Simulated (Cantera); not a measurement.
A perfectly stirred reactor is fed with H₂ : O₂ : N₂ : NO : H₂O = 1 : 0.521 : 5.73 : 0.017 : 0.051 (molar parts), at 100000 Pa; it is adiabatic with a 675 K inlet, and is followed from long to short residence time, starting on the burning branch (τ in s: 0.46, 0.22, 0.1, 0.049, 0.023, 0.011, 0.0052, 0.0025, 0.0012, 0.00056, 0.00026, 0.00012, 5.9e-05).

Detailed kinetics in Cantera: GRI-Mech 3.0 (53 species, 325 reactions). The mechanism lacks 2 NO + O2 → 2 NO2 and HONO, so NO2 and the effect of NO are under-described below about 1400 K.

x: mole fraction; the columns are a selection and need not sum to one.

| τ (s) | T (K) | x H₂ | x O₂ | x NO | x N₂ | x H₂O₂ |
|---|---|---|---|---|---|---|
| 0.46 | 1696 | 0.000804 | 0.00347 | 0.00221 | 0.840 | … |
| 0.22 | 1692 | 0.00122 | 0.00365 | 0.00220 | 0.840 | … |
| 0.10 | 1685 | 0.00187 | 0.00393 | 0.00220 | 0.839 | … |
| 0.049 | 1676 | 0.00269 | 0.00429 | 0.00223 | 0.839 | … |
| 0.023 | 1663 | 0.00385 | 0.00482 | 0.00227 | 0.838 | … |
| 0.011 | 1646 | 0.00530 | 0.00551 | 0.00231 | 0.837 | … |
| 0.0052 | 1621 | 0.00711 | 0.00644 | 0.00236 | 0.835 | … |
| 0.0025 | 1588 | 0.00920 | 0.00761 | 0.00239 | 0.833 | … |
| 0.0012 | 1545 | 0.0116 | 0.00909 | 0.00241 | 0.830 | … |
| 0.00056 | 1488 | 0.0145 | 0.0110 | 0.00242 | 0.827 | … |
| 0.00026 | 1414 | 0.0184 | 0.0138 | 0.00242 | 0.822 | … |
| 0.00012 | 1319 | 0.0256 | 0.0183 | 0.00241 | 0.817 | 2.00e-6 |
| 5.9e-5 | 1164 | 0.0519 | 0.0314 | 0.00239 | 0.808 | 2.03e-6 |

Question: Fill in the missing entries.

Answer: 
- 0.46, x H₂O₂: 4.42e-8
- 0.22, x H₂O₂: 6.29e-8
- 0.10, x H₂O₂: 9.07e-8
- 0.049, x H₂O₂: 1.25e-7
- 0.023, x H₂O₂: 1.77e-7
- 0.011, x H₂O₂: 2.48e-7
- 0.0052, x H₂O₂: 3.55e-7
- 0.0025, x H₂O₂: 5.10e-7
- 0.0012, x H₂O₂: 7.43e-7
- 0.00056, x H₂O₂: 1.10e-6
- 0.00026, x H₂O₂: 1.57e-6
